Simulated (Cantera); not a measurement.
Cantera run, input and output.

```python
import numpy as np
import cantera as ct

gas = ct.Solution("gri30.yaml")


def delay(T, t_max=10):
    gas.TPX = T, 34000, {'C3H8': 1, 'O2': 3.85, 'N2': 20, 'H2O': 0.58}
    reactor = ct.IdealGasConstPressureReactor(gas, clone=False)
    net = ct.ReactorNet([reactor])
    net.rtol, net.atol = 1e-8, 1e-16
    while net.time < t_max:
        t_old, T_old = net.time, reactor.T
        net.step()
        if reactor.T > T + 400:  # ignition: a rise of 400 K
            return t_old + (T + 400 - T_old) / (reactor.T - T_old) * (net.time - t_old)
    return np.nan


taus = []
for T in [1050, 1125, 1200, 1275, 1350, 1425, 1500, 1575, 1650, 1725]:
    taus.append(delay(T))
    print(f"T0 = {T:6g} K   tau = {taus[-1]:.4e} s")
```

It prints:

```
T0 =   1050 K   tau = 4.2477e-01 s
T0 =   1125 K   tau = 6.6894e-02 s
T0 =   1200 K   tau = 1.3016e-02 s
T0 =   1275 K   tau = 3.2614e-03 s
T0 =   1350 K   tau = 1.0491e-03 s
T0 =   1425 K   tau = 4.2292e-04 s
T0 =   1500 K   tau = 2.0643e-04 s
T0 =   1575 K   tau = 1.1734e-04 s
T0 =   1650 K   tau = 7.4844e-05 s
T0 =   1725 K   tau = 5.1987e-05 s
```

Model: GRI-Mech 3.0 (53 species, 325 reactions), integrated in Cantera. GRI-Mech 3.0 was tuned for natural gas; its chemistry of propane as a main component is partial and can be far from experiment.
